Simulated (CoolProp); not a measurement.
Vapour pressure (MPa) of n-perfluorohexane: the reference equation beside estimates from Tc = 448.0 K, pc = 1.742 MPa, ω = 0.497. Clausius-Clapeyron is anchored at 348.3 K with a constant enthalpy of vaporisation of 26.74 kJ/mol.

Model: reference Helmholtz-energy equation of state, Gao 2022, in CoolProp.

```tsv
T (K)	reference	Clausius-Clapeyron	van der Waals	Redlich-Kwong	Peng-Robinson
348.3	0.1796	0.1796	0.5842	0.3483	0.1800
355.3	0.2201	0.2154	0.6413	0.4025	0.2208
362.2	0.2665	0.2559	0.7009	0.4615	___
369.1	0.3201	0.3022	___	0.5261	0.3218
376	0.3814	0.3546	0.8303	___	0.3840
382.9	0.4514	0.4136	0.9003	0.6733	0.4552
389.9	___	0.4810	___	0.7576	0.5374
396.8	0.6216	0.5552	1.052	0.8474	0.6291
403.7	0.7225	0.6377	1.133	0.9440	0.7323
```

Fill in the missing entries.


- 362.2, Peng-Robinson: 0.2676
- 369.1, van der Waals: 0.7639
- 376, Redlich-Kwong: 0.5966
- 389.9, reference: 0.5319
- 389.9, van der Waals: 0.9748

Absolute difference from the reference over all 9 rows, mean and median: Clausius-Clapeyron 6.6 and 7.0 %, van der Waals 127.2 and 117.7 %, Redlich-Kwong 58.8 and 56.4 %, Peng-Robinson 0.7 and 0.7 %.
